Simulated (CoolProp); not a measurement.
Vapour-liquid equilibrium of acetone (1) + ethanol (2) at 42.95 °C; x and y are mole fractions of (1).

Computed with CoolProp (multi-fluid Helmholtz-energy mixture model, Lemmon 2006 and Schroeder 2014; pair parameters Bell 2016).

```json
[
 {"x": "0.05", "bubble pressure, mixture model (kPa)": "25.65", "bubble pressure, Raoult's law (kPa)": "22.91", "y, mixture model": "0.227", "y, Raoult's law": "0.138"},
 {"x": "0.15", "bubble pressure, mixture model (kPa)": "33.52", "bubble pressure, Raoult's law (kPa)": "27.16", "y, mixture model": "0.461", "y, Raoult's law": "0.350"},
 {"x": "0.25", "bubble pressure, mixture model (kPa)": "39.51", "bubble pressure, Raoult's law (kPa)": "31.41", "y, mixture model": "0.584", "y, Raoult's law": "0.504"},
 {"x": "0.35", "bubble pressure, mixture model (kPa)": "44.20", "bubble pressure, Raoult's law (kPa)": "35.66", "y, mixture model": "0.663", "y, Raoult's law": "0.621"},
 {"x": "0.45", "bubble pressure, mixture model (kPa)": "48.02", "bubble pressure, Raoult's law (kPa)": "39.91", "y, mixture model": "0.721", "y, Raoult's law": "0.714"},
 {"x": "0.55", "bubble pressure, mixture model (kPa)": "51.30", "bubble pressure, Raoult's law (kPa)": "44.17", "y, mixture model": "0.771", "y, Raoult's law": "0.788"},
 {"x": "0.65", "bubble pressure, mixture model (kPa)": "54.25", "bubble pressure, Raoult's law (kPa)": "48.42", "y, mixture model": "0.817", "y, Raoult's law": "0.850"},
 {"x": "0.75", "bubble pressure, mixture model (kPa)": "57.00", "bubble pressure, Raoult's law (kPa)": "52.67", "y, mixture model": "0.863", "y, Raoult's law": "0.901"},
 {"x": "0.85", "bubble pressure, mixture model (kPa)": "59.62", "bubble pressure, Raoult's law (kPa)": "56.92", "y, mixture model": "0.913", "y, Raoult's law": "0.945"},
 {"x": "0.95", "bubble pressure, mixture model (kPa)": "62.11", "bubble pressure, Raoult's law (kPa)": "61.17", "y, mixture model": "0.969", "y, Raoult's law": "0.983"}
]
```

The largest gap from Raoult's law is +25.8 % in bubble pressure, at x = 0.25. No azeotrope shows between x = 0.05 and 0.95.

Pair parameters are fitted to limited data, so mixtures are less certain than the pure fluids.
